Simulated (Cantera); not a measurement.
**Premixed flame**

A freely propagating, adiabatic, planar premixed flame of 35.3 % H2, 13.6 % O2, 51.1 % N2, equivalence ratio 1.3, unburnt at 375 K and 4.90 bar; mixture-averaged transport, grid criteria slope 0.08 and curve 0.16, no radiation.

Model: the H2/O2 subset of GRI-Mech 3.0, which has no nitrogen chemistry, integrated in Cantera. The hydrogen kinetics of GRI-Mech 3.0 are dated; newer H2 mechanisms differ, most at raised pressure. Burning velocities carry a grid error of a few per cent, more on coarse grids.

```
z (mm)   T (K)  u (m/s)    x H2      x O2    x H2O     x HO2      x H    x H2O2
-------  -----  -------  ------  --------  -------  --------  -------  --------
-0.145     375     3.93   0.353     0.136    <1e-8     <1e-8    <1e-8     <1e-8
-0.0967    375     3.93   0.353     0.136  2.29e-8     <1e-8    <1e-8     <1e-8
-0.0725    375     3.93   0.353     0.136  2.58e-7   1.93e-8    <1e-8     <1e-8
-0.0484    376     3.93   0.351     0.136  8.12e-6   7.62e-7    <1e-8   7.84e-8
-0.0242    425     4.35   0.335     0.139  0.00167  0.000236  2.22e-6   2.33e-5
-0.0121    747     7.33   0.290     0.132   0.0288   0.00106  0.00173  0.000146
0         1234     11.8   0.217     0.102    0.103  0.000435   0.0146   5.66e-5
0.0121    1582     14.9   0.147    0.0563    0.188  0.000198   0.0315   6.52e-6
0.0242    1779     16.7   0.107    0.0263    0.242   8.51e-5   0.0395   3.20e-6
0.0484    1961     18.2  0.0873   0.00857    0.275   2.53e-5   0.0371   1.73e-6
0.0967    2113     19.5  0.0856   0.00395    0.289   1.08e-5   0.0269   9.45e-7
0.193     2236     20.4  0.0859   0.00201    0.298   5.11e-6   0.0174   5.46e-7
0.387     2321     21.1  0.0861  0.000875    0.306   2.06e-6   0.0107   3.07e-7
```
x: mole fraction of selected species; z is measured from the peak of heat release.

```json
{
 "laminar_burning_velocity": "393 cm/s",
 "thermal_thickness": "0.0484 mm",
 "peak x(HO2)": "0.00118",
 "peak x(H)": "0.0402",
 "peak x(H2O2)": "0.000148",
 "grid_points": "108"
}
```
